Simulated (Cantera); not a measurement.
Input: 1 mol PbI2, 6.5 mol H2, held at 0.0150 Torr.

Method: chemical equilibrium by Gibbs-energy minimisation in Cantera with the NASA 1993 tables (ideal gas, pure condensed phases). Candidate condensed phases: I2, Pb, PbI2; 10 gas species. The numbers say what is thermodynamically allowed, not how fast it happens. All values below are at 1350 K.

Base state: H2 0.684, I 0.205, Pb 0.105, HI 0.00534, PbI 0.00104, H 0.000441 (mole fractions); condensed: gas only.

### Question
What changes in the equilibrium state with this change: pressure from 0.0150 Torr to 75.0 Torr?

### Answer
```json
[
 {"species": "H2", "before": "0.684", "after": "0.820"},
 {"species": "PbI2", "before": "5.59e-6", "after": "0.0816"},
 {"species": "PbI", "before": "0.00104", "after": "0.0367"},
 {"species": "I", "before": "0.205", "after": "0.0170"},
 {"species": "Pb", "before": "0.105", "after": "0.00888"},
 {"species": "HI", "before": "0.00534", "after": "0.0343"},
 {"species": "PbI4", "before": "<1e-9", "after": "0.00152"},
 {"species": "H", "before": "0.000441", "after": "6.82e-6"}
]
```
The tables' values for PbI4 are old estimates; treat these amounts as uncertain.
